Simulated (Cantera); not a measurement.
**Equilibrium for iron carbonyl, mercury and lead vapours: Pb + CO + N2**

Input: 1 mol Pb, 8.9 mol CO, a varied amount of N2, held at 100000 Pa.

Method: chemical equilibrium by Gibbs-energy minimisation in Cantera with the NASA 1993 tables (ideal gas, pure condensed phases). Candidate condensed phases: C, Pb, PbO, PbO2, Pb3O4; 27 gas species. Kinetics and transport are ignored.

### Question
Map the stable condensed phases over T = 725, 775, 825, 875, 925, 975, 1025, 1075, 1125, 1175, 1225, 1275 °C and n(N2) in mol = 1.3, 2, 3, 4.6, 7, 11, 16, 25, 38, 58.

### Answer
```
T in °C \ n(N2) in mol
         1.3   2   3 4.6   7  11  16  25  38  58
   1275    A   A   A   A   A   A   A   B   C   C
   1225    A   A   A   A   A   A   A   A   B   C
   1175    A   A   A   A   A   A   A   A   A   A
   1125    A   A   A   A   A   A   A   A   A   A
   1075    A   A   A   A   A   A   A   A   A   A
   1025    A   A   A   A   A   A   A   A   A   A
    975    A   A   A   A   A   A   A   A   A   A
    925    A   A   A   A   A   A   A   A   A   A
    875    A   A   A   A   A   A   A   A   A   A
    825    A   A   A   A   A   A   A   A   A   A
    775    A   A   A   A   A   A   A   A   A   A
    725    A   A   A   A   A   A   A   A   A   A
```
A: C + Pb; B: C; C: gas only.
